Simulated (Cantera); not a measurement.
Input: 1 mol Si₃H₈, 0.16 mol Cl₂, 8.9 mol N₂, held at 12.8 Torr.

Method: chemical equilibrium by Gibbs-energy minimisation in Cantera with the NASA 1993 tables (ideal gas, pure condensed phases). Candidate condensed phases: NH₄Cl, Si, Si₃N₄; 28 gas species. The feed counts by its element totals alone. N₂ is the only nitrogen source here; it is nearly inert below about 1500 K, so the nitride shown seldom forms there in practice. Kinetics and transport are ignored.

Over these rows the condensed part is Si₃N₄(s). Partial pressures as log10 of bar:

```json
[
 {"T (K)": "950", "1000/T (1/K)": "1.0526", "log p SiCl₂": "-10.76", "log p N₂": "-1.97", "log p H₂": "-2.23", "log p HCl": "-3.31"},
 {"T (K)": "1050", "1000/T (1/K)": "0.9524", "log p SiCl₂": "-9.37", "log p N₂": "-1.97", "log p H₂": "-2.23", "log p HCl": "-3.31"},
 {"T (K)": "1150", "1000/T (1/K)": "0.8696", "log p SiCl₂": "-8.23", "log p N₂": "-1.97", "log p H₂": "-2.23", "log p HCl": "-3.31"},
 {"T (K)": "1250", "1000/T (1/K)": "0.8000", "log p SiCl₂": "-7.27", "log p N₂": "-1.97", "log p H₂": "-2.23", "log p HCl": "-3.31"},
 {"T (K)": "1350", "1000/T (1/K)": "0.7407", "log p SiCl₂": "-6.46", "log p N₂": "-1.97", "log p H₂": "-2.23", "log p HCl": "-3.31"},
 {"T (K)": "1450", "1000/T (1/K)": "0.6897", "log p SiCl₂": "?", "log p N₂": "-1.97", "log p H₂": "-2.23", "log p HCl": "-3.31"}
]
```

**Question.** Fit log p(SiCl₂) = a + b·(1000/T) to the five rows, give the apparent enthalpy, and predict the row at 1450 K.

**Answer.** Means: 1000/T = 0.8831, log p = -8.418. Sxy = -0.839699, Sxx = 0.0608984, so b = -13.79 and a = -8.418 − (-13.79)×0.8831 = 3.76.
Apparent enthalpy: −19.145 × (-13.79) = 264 kJ/mol. With the condensed phases at unit activity, 1/3 Si₃N₄(s) + 2 HCl(g) = SiCl₂(g) + 2/3 N₂(g) + H₂(g) links this pressure to the main gases: over the six rows their terms move log p by +0.00 in all, so the slope is close to that reaction's ΔH°. The five rows lie within 0.01 of the line.
Prediction at 1450 K: 3.76 + (-13.79)×0.6897 = -5.75. The computed value is -5.77, 0.02 from the line.
